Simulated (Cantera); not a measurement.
Feed: 1 mol Si, 0.54 mol Cl₂, 1.5 mol H₂, held at 2.30 bar.

These are equilibrium values from Cantera (NASA tables, ideal gas, pure condensed phases), not measurements of a reactor. Candidate condensed phases: Si; 19 gas species. The tables' values for SiCl₃ are old estimates; treat these amounts as uncertain. Kinetics and transport are ignored.

x: gas mole fraction; n: condensed amount in mol.

| T (°C) | x H₂ | x SiCl₄ | x SiHCl₃ | x HCl | x SiCl₃ | x SiCl₂ | x SiH₂Cl₂ | n Si(s) |
|---|---|---|---|---|---|---|---|---|
| 752 | 0.818 | 0.100 | 0.0646 | 0.0109 | 0.00112 | 0.000261 | 0.00461 | 0.702 |
| 777 | 0.816 | 0.0999 | 0.0638 | (withheld) | 0.00149 | (withheld) | 0.00464 | 0.703 |
| 802 | 0.815 | 0.0993 | 0.0629 | 0.0160 | 0.00196 | 0.000612 | 0.00466 | 0.704 |
| 827 | 0.812 | 0.0984 | 0.0620 | (withheld) | 0.00253 | (withheld) | 0.00468 | 0.705 |
| 852 | 0.810 | 0.0974 | 0.0610 | 0.0225 | 0.00323 | 0.00132 | 0.00468 | 0.706 |
| 877 | 0.807 | 0.0961 | 0.0598 | 0.0263 | 0.00407 | 0.00189 | 0.00468 | 0.708 |
| 902 | 0.804 | 0.0945 | 0.0586 | 0.0306 | 0.00506 | 0.00265 | 0.00466 | 0.709 |
| 927 | 0.800 | 0.0926 | 0.0573 | 0.0352 | 0.00622 | 0.00366 | 0.00463 | 0.710 |
| 952 | 0.796 | 0.0905 | 0.0558 | 0.0403 | 0.00754 | 0.00497 | 0.00459 | 0.711 |
| 977 | 0.792 | 0.0879 | 0.0541 | 0.0458 | 0.00904 | 0.00665 | 0.00454 | 0.712 |
| 1002 | 0.787 | 0.0850 | 0.0523 | 0.0516 | 0.0107 | 0.00877 | 0.00447 | 0.713 |
| 1027 | 0.782 | 0.0817 | 0.0504 | 0.0578 | 0.0125 | 0.0114 | 0.00438 | 0.713 |

### Question
Some entries are withheld; supply them.

### Answer

- 827, x HCl: 0.0190
- 827, x SiCl₂: 0.000908
- 777, x HCl: 0.0133
- 777, x SiCl₂: 0.000404
